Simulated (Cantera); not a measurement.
A closed system holds: 1 mol Cu2O, 0.47 mol H2, 6.1 mol H2O, equilibrated at 873 K and 17000 Pa.

Cantera equilibrium calculation (NASA polynomials, part measured and part estimated; ideal gas, pure solids and liquids). Candidate condensed phases: Cu, CuO, Cu(OH)2, Cu2O, H2O; 12 gas species. Kinetics and transport are ignored.

Base state: H2O 1.000 (mole fractions); condensed: Cu(s) + Cu2O(s).

**Question.** What changes in the equilibrium state with this change: temperature from 873 K to 1775 K?

**Answer.** 
| species | before | after |
|---|---|---|
| H2O | 1.000 | 0.981 |
| O2 | <1e-9 | 0.0141 |
| Cu | <1e-9 | 0.00238 |
| OH | <1e-9 | 0.00147 |
| O | <1e-9 | 2.76e-5 |
| H | <1e-9 | 2.05e-5 |
| CuO | <1e-9 | 1.59e-5 |
| Cu(s), mol | 0.940 | 0 |
| Cu2O(s), mol | 0.530 | 0 |
| Cu(l), mol | 0 | 1.30 |
| Cu2O(l), mol | 0 | 0.342 |
Each liquid is taken as pure. Mutual solubility and eutectic melting of coexisting phases are not modelled.
